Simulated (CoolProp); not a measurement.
Model: reference Helmholtz-energy equation of state, Lemmon 2006, in CoolProp. It is a short technical equation, of lower accuracy than the large ones.

Q: For carbonyl sulfide, give the phase and the cp (kJ/(kg K)), cv (kJ/(kg K)) at 439 K and 0.101 MPa.

A: 
- 439 K and 0.101 MPa: gas; cp 0.788, cv 0.647
